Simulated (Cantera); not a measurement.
Input: 1 mol CuF2, 0.021 mol HF, 1.9 mol N2, held at 0.100 bar.

These are equilibrium values from Cantera (NASA tables, ideal gas, pure condensed phases), not measurements of a reactor. Candidate condensed phases: Cu, CuF2; 25 gas species. Kinetics and transport are ignored.

Problem. What share of the Cu ends up in condensed phases as a function of T (°C), at 675, 775, 875, 975, 1075, 1175, 1275, 1375, 1475, 1575, 1675, 1775?

Solution. 
| T (°C) | Cu condensed (%) | as |
|---|---|---|
| 675 | 100.0 | CuF2(s) |
| 775 | 99.9 | CuF2(s) |
| 875 | 99.1 | CuF2(l) |
| 975 | 95.4 | CuF2(l) |
| 1075 | 81.3 | CuF2(l) |
| 1175 | 27.8 | CuF2(l) |
| 1275 | 0.0 | - |
| 1375 | 0.0 | - |
| 1475 | 0.0 | - |
| 1575 | 0.0 | - |
| 1675 | 0.0 | - |
| 1775 | 0.0 | - |
